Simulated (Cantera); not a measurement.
Input (Python, Cantera) and output of one run.

```python
import numpy as np
import cantera as ct

gas_names = [...]  # 123 gases of nasa_gas.yaml made of C, H, O, Si
cond_names = """
    C(gr) C6H6(L) C7H8(L) C8H18(L),n-octa H2O(s) H2O(L) Si(cr) Si(L) SiC(b) SiO2(Lqz) SiO2(hqz) SiO2(L)
""".split()


# ... load() reads the species with a 1 bar reference pressure and builds the phases ...
atoms = {
    'SiC': {'Si': 1, 'C': 1},
    'CO2': {'C': 1, 'O': 2},
    'H2': {'H': 2},
}
top_T = {'C(gr)': 4500, 'SiC(b)': 3050}  # K; cautious upper limits of use, not melting points


# ... equilibrate(T, P, feed) seeds the gas with the atoms and calls Mixture.equilibrate('TP', solver="vcs", rtol=1e-11, max_steps=5000) ...
results = []
feed = {'SiC': 1, 'CO2': 0.6, 'H2': 160}  # mol
P = 0.28  # Pa
for T in [900, 1000, 1100, 1200, 1300, 1400, 1500, 1600]:
    mix = equilibrate(T, P, feed)
    results.append((T, P, feed, dict(zip(mix.species_names, mix.species_moles))))
    x = sorted(zip(gas.X, gas.species_names), reverse=True)
    print(f"T = {T:g} K  P = {P:g} Pa  gas = {mix.phase_moles(0):.4g} mol")
    print("   x: " + "  ".join(f"{s} {v:.3e}" for v, s in x if v > 1e-05))
    print("   condensed (mol): " + ("  ".join(f"{mix.phase(i).name} {mix.phase_moles(i):.4g}"
          for i in range(1, mix.n_phases) if mix.phase_moles(i) > 1e-12) or "none"))
```

Result:

```
T = 900 K  P = 0.28 Pa  gas = 160.1 mol
   x: H2 9.992e-01  CO 7.608e-04
   condensed (mol): C(gr) 1.017  SiC(b) 0.4609  SiO2(hqz) 0.5391
T = 1000 K  P = 0.28 Pa  gas = 160.8 mol
   x: H2 9.950e-01  CO 4.978e-03
   condensed (mol): SiC(b) 0.7996  SiO2(hqz) 0.1992
T = 1100 K  P = 0.28 Pa  gas = 161.1 mol
   x: H2 9.931e-01  CO 5.457e-03  SiO 1.476e-03  H 1.540e-05
   condensed (mol): SiC(b) 0.7207  SiO2(hqz) 0.04147
T = 1200 K  P = 0.28 Pa  gas = 161.2 mol
   x: H2 9.924e-01  CO 5.583e-03  SiO 1.861e-03  H 1.175e-04
   condensed (mol): SiC(b) 0.7
T = 1300 K  P = 0.28 Pa  gas = 161.3 mol
   x: H2 9.919e-01  CO 5.582e-03  SiO 1.860e-03  H 6.584e-04
   condensed (mol): SiC(b) 0.6999
T = 1400 K  P = 0.28 Pa  gas = 161.4 mol
   x: H2 9.897e-01  CO 5.586e-03  H 2.892e-03  SiO 1.847e-03  Si 2.292e-05
   condensed (mol): SiC(b) 0.6981
T = 1500 K  P = 0.28 Pa  gas = 162.1 mol
   x: H2 9.818e-01  H 1.042e-02  CO 5.721e-03  SiO 1.682e-03  Si 3.355e-04
   condensed (mol): SiC(b) 0.6725
T = 1600 K  P = 0.28 Pa  gas = 164.2 mol
   x: H2 9.586e-01  H 3.181e-02  CO 6.602e-03  Si 2.225e-03  SiO 7.075e-04
   condensed (mol): SiC(b) 0.5147
```

These are equilibrium values from Cantera (NASA tables, ideal gas, pure condensed phases), not measurements of a reactor. Mutual solubility and eutectic melting of coexisting phases are not modelled.
